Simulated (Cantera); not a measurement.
**Gas-phase reforming**

An isothermal, constant-pressure homogeneous reactor starts with 71.4 % CH4, 28.6 % CO2, at 1673 K and 4.93 atm.

Computed with Cantera and GRI-Mech 3.0 (53 species, 325 reactions). GRI-Mech 3.0 stops at C3 and has no aromatics, soot or wall deposition, so with more carbon than oxygen in the feed, carbon stays in small species such as C2H2 where larger ones or solid carbon would form.

```csv
t (s),x CH4,x CO2,x H,x CH2,x CO,x OH,x O
4.00e-6,0.714,0.286,3.42e-7,4.23e-9,9.22e-7,1.63e-9,<1e-12
1.88e-5,0.713,0.286,4.76e-7,2.10e-8,6.16e-6,2.28e-9,<1e-12
8.85e-5,0.705,0.285,9.33e-7,4.33e-8,5.30e-5,4.51e-9,<1e-12
0.000417,0.659,0.280,4.08e-6,7.47e-8,0.000776,2.09e-8,1.33e-12
0.00196,0.491,0.243,1.27e-5,4.40e-8,0.00973,8.08e-8,2.88e-12
0.00922,0.246,0.144,2.33e-5,3.11e-8,0.0676,2.70e-7,5.39e-12
0.0434,0.0948,0.0266,3.15e-5,3.38e-8,0.171,5.48e-7,8.78e-12
0.204,0.0856,0.0143,3.43e-5,2.10e-8,0.225,3.39e-7,6.38e-12
0.960,0.0826,0.00430,3.65e-5,1.06e-8,0.288,8.54e-8,2.05e-12
4.52,0.0797,7.58e-5,3.74e-5,8.07e-9,0.311,1.43e-9,<1e-12
21.3,0.0796,1.72e-6,3.74e-5,8.03e-9,0.312,3.28e-11,<1e-12
100,0.0796,1.72e-6,3.74e-5,8.03e-9,0.312,3.28e-11,<1e-12
```
x: mole fraction; the columns are a selection and need not sum to one.

Equilibrium at this temperature and pressure: CH4 0.0796, CO2 1.74e-6, H 3.74e-5, CH2 8.04e-9, CO 0.312, OH 3.32e-11, O <1e-12 (gas phase only).
